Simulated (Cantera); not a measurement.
Input (Python, Cantera) and output of one run.

```python
import numpy as np
import cantera as ct

gas_names = """
    H H2 N NH NH2 NH3 N2 N2H2 N2H4 Si SiH SiH2 SiH3 SiH4 SiN Si2 Si2N Si3
""".split()
cond_names = """
    Si(cr) Si(L) Si3N4(a)
""".split()


# ... load() reads the species with a 1 bar reference pressure and builds the phases ...
atoms = {
    'trisilylamine': {'Si': 3, 'N': 1, 'H': 9},
    'N2': {'N': 2},
}
top_T = {'Si3N4(a)': 2400}  # K; cautious upper limits of use, not melting points


# ... equilibrate(T, P, feed) seeds the gas with the atoms and calls Mixture.equilibrate('TP', solver="vcs", rtol=1e-11, max_steps=5000) ...
results = []
feed = {'trisilylamine': 1, 'N2': 1.2}  # mol
T = 1050  # K
P = 1333.22  # Pa
mix = equilibrate(T, P, feed)
results.append((T, P, feed, dict(zip(mix.species_names, mix.species_moles))))
print(gas.report(threshold=0.0001))
for i in range(1, mix.n_phases):
    print(f"{mix.phase(i).name:16s} {mix.phase_moles(i):12.5e} mol")
```

Output:

```
       temperature   1050 K
          pressure   1333.2 Pa
           density   0.00030787 kg/m^3
  mean mol. weight   2.016 kg/kmol
   phase of matter   gas

                          1 kg             1 kmol
                     ---------------   ---------------
          enthalpy        1.1012e+07        2.2201e+07  J
   internal energy        6.6818e+06         1.347e+07  J
           entropy          1.01e+05        2.0361e+05  J/K
    Gibbs function       -9.5035e+07       -1.9159e+08  J
 heat capacity c_p             15080             30401  J/K
 heat capacity c_v             10956             22087  J/K

                      mass frac. Y      mole frac. X     chem. pot. / RT
                     ---------------   ---------------   ---------------
                H2                 1                 1           -21.946
     [  +17 minor]        2.8938e-07        8.7822e-08

Si(cr)            4.50000e-01 mol
Si3N4(a)          8.50000e-01 mol
```

Cantera equilibrium calculation (NASA polynomials, part measured and part estimated; ideal gas, pure solids and liquids). The feed counts by its element totals alone. Mutual solubility and eutectic melting of coexisting phases are not modelled.
